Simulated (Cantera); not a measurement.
Cantera run, input and output.

```python
import numpy as np
import cantera as ct

gas = ct.Solution("gri30.yaml")
gas.TPX = 1398, 101325, {'CH2O': 0.022, 'O2': 0.0086, 'N2': 0.31}
reactor = ct.IdealGasConstPressureReactor(gas, energy="off", clone=False)
net = ct.ReactorNet([reactor])
net.rtol, net.atol = 1e-08, 1e-18
show = ['CH2O', 'O2', 'CO2', 'CH2', 'CH4', 'OH']
times = np.geomspace(3e-05, 10, 11)

steps = ct.SolutionArray(gas, extra=["t"])
rows = []
print(f"{'t/s':>10s}{'T/K':>9s}{'P/Pa':>11s}" + "".join(f"{s:>11s}" for s in show))
for t in times:
    while net.time < t:
        t_next = net.step()
        steps.append(gas.state, t=t_next)
    rows.append([np.interp(t, steps.t, y) for y in (steps.T, steps.P, *steps(*show).X.T)])
    print(f"{t:10.3e}{rows[-1][0]:9.1f}{rows[-1][1]:11.4g}" + "".join(f"{x:11.3e}" for x in rows[-1][2:]))
rate = np.gradient(steps.T, steps.t)
print("integrator steps:", len(steps.t))
if steps.T.max() > steps.T[0] + 200:
    print(f"time of steepest temperature rise: {steps.t[rate.argmax()]:.4e} s")
gas.TPX = 1398, 101325, {'CH2O': 0.022, 'O2': 0.0086, 'N2': 0.31}
gas.equilibrate("TP")
print(f"equilibrium (TP): T = {gas.T:.1f} K  " + "  ".join(f"{s} {gas[s].X[0]:.3e}" for s in show))
```

Output:

```
       t/s      T/K       P/Pa       CH2O         O2        CO2        CH2        CH4         OH
 3.000e-05   1398.0  1.013e+05  6.423e-02  2.506e-02  5.242e-08  2.769e-11  2.540e-10  6.061e-07
 1.070e-04   1398.0  1.013e+05  3.871e-02  1.709e-02  2.001e-04  1.196e-08  2.762e-07  3.471e-05
 3.817e-04   1398.0  1.013e+05  3.596e-09  6.717e-04  8.515e-03  4.343e-12  2.634e-09  4.665e-04
 1.361e-03   1398.0  1.013e+05  1.996e-09  3.365e-06  1.786e-02  5.580e-13  1.469e-10  6.410e-05
 4.856e-03   1398.0  1.013e+05  1.097e-09  1.591e-07  1.861e-02  2.232e-13  1.328e-10  1.437e-05
 1.732e-02   1398.0  1.013e+05  7.714e-10  1.009e-08  1.868e-02  3.436e-14  1.218e-10  3.622e-06
 6.178e-02   1398.0  1.013e+05  6.782e-10  7.173e-10  1.868e-02  3.509e-15  1.194e-10  9.670e-07
 2.204e-01   1398.0  1.013e+05  6.526e-10  5.407e-11  1.867e-02  3.027e-16  1.194e-10  2.672e-07
 7.860e-01   1398.0  1.013e+05  6.455e-10  4.422e-12  1.867e-02  2.703e-17  1.197e-10  7.722e-08
 2.804e+00   1398.0  1.013e+05  6.434e-10  4.815e-13  1.867e-02  3.762e-18  1.206e-10  2.598e-08
 1.000e+01   1398.0  1.013e+05  6.428e-10  1.772e-13  1.867e-02  1.904e-18  1.239e-10  1.608e-08
integrator steps: 2816
equilibrium (TP): T = 1398.0 K  CH2O 6.428e-10  O2 1.655e-13  CO2 1.867e-02  CH2 8.058e-18  CH4 8.062e-10  OH 1.555e-08
```

Computed with Cantera and GRI-Mech 3.0 (53 species, 325 reactions). The temperature is held fixed by assumption; the heat of reaction is taken as removed at once.
